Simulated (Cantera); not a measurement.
## Thermodynamics of chlorosilane synthesis and conversion, feed SiCl4 + Cl2 + H2

A closed system holds: 1 mol SiCl4, 2.5 mol Cl2, 5.4 mol H2, held at 598 K and 100 Torr.

Equilibrium computed with Cantera from the NASA thermochemical tables; the gas is ideal and each condensed phase is pure. Candidate condensed phases: Si; 19 gas species. Rates play no part.

The x(HCl) is 0.562. The x(H2) is 0.326 and the x(SiCl4) is 0.112. The x(SiHCl3) is 1.71e-6 and the gas amount comes out as 8.900 mol. The log10 activity of Si(s) (absent) is -16.75.
